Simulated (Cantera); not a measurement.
A closed system holds: 1 mol SiHCl₃, 2.9 mol HCl, 56 mol N₂, held at 1175 K and 0.290 bar.

These are equilibrium values from Cantera (NASA tables, ideal gas, pure condensed phases), not measurements of a reactor. Candidate condensed phases: NH₄Cl, Si, Si₃N₄; 28 gas species. N₂ is the only nitrogen source here; it is nearly inert below about 1500 K, so the nitride shown seldom forms there in practice. The tables' values for SiCl₃ are old estimates; treat these amounts as uncertain. Kinetics and transport are ignored.

Base state: N₂ 0.930, HCl 0.0496, SiCl₄ 0.0121, H₂ 0.00766, SiCl₃ 0.000109, SiHCl₃ 4.38e-5 (mole fractions); condensed: Si₃N₄(s).

**Question.** What changes in the equilibrium state with this change: HCl from 2.9 to 0.045 mol?

**Answer.** 
```
species          before     after
-------------  --------  --------
N₂                0.930     0.973
HCl              0.0496    0.0164
SiCl₄            0.0121   0.00914
H₂              0.00766  0.000942
SiHCl₃          4.38e-5   1.24e-5
SiCl₃          0.000109   8.81e-5
Si₃N₄(s), mol    0.0890     0.157
```
